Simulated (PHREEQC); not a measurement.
**Buffer: an equilibrium model**

Make-up at 20 °C: 13 mmol/kgw NaHCO3, 18 mmol/kgw NaOH and 0.047 mmol/kgw NaCl. Closed to the air; pH follows from the charge balance.

Computed with PHREEQC (ion-association model, wateq4f.dat).

Precipitation was switched off in this run.

Task: Estimate the pH.

Result: pH 11.81.

Task: In which forms is Na present?

Result: Na+ 93 %, NaCO3- 7.1 % of the Na.
